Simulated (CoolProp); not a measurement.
A simple Rankine cycle with water: condensing at 289.15 K, boiler at 0.0726 MPa, turbine inlet 369 K, turbine efficiency 0.65, pump efficiency 0.7, no recuperator. Each further row changes one setting.

Values from CoolProp's reference Helmholtz-energy equation of state, Wagner 2002.

```json
[
 {"case": "as stated", "thermal efficiency (%)": "12.6", "net work (kJ/kg)": "329", "heat in (kJ/kg)": "2600", "turbine exit temperature (K)": "289.1", "volume ratio over the turbine": "[?]"},
 {"case": "turbine inlet 389 K", "thermal efficiency (%)": "[?]", "net work (kJ/kg)": "335", "heat in (kJ/kg)": "2640", "turbine exit temperature (K)": "289.1", "volume ratio over the turbine": "28.0"},
 {"case": "condensing temperature 281.15 K", "thermal efficiency (%)": "13.9", "net work (kJ/kg)": "367", "heat in (kJ/kg)": "2640", "turbine exit temperature (K)": "281.2", "volume ratio over the turbine": "[?]"},
 {"case": "boiler pressure 0.0508 MPa", "thermal efficiency (%)": "11.5", "net work (kJ/kg)": "299", "heat in (kJ/kg)": "2610", "turbine exit temperature (K)": "289.1", "volume ratio over the turbine": "20.7"},
 {"case": "turbine efficiency 0.55", "thermal efficiency (%)": "10.7", "net work (kJ/kg)": "278", "heat in (kJ/kg)": "2600", "turbine exit temperature (K)": "289.1", "volume ratio over the turbine": "29.8"}
]
```

Task: Some entries are withheld; supply them.

Result: 
- as stated, volume ratio over the turbine: 29.2
- turbine inlet 389 K, thermal efficiency (%): 12.7
- condensing temperature 281.15 K, volume ratio over the turbine: 47.7

The expansion ends wet for: as stated; turbine inlet 389 K; condensing temperature 281.15 K; boiler pressure 0.0508 MPa; turbine efficiency 0.55.
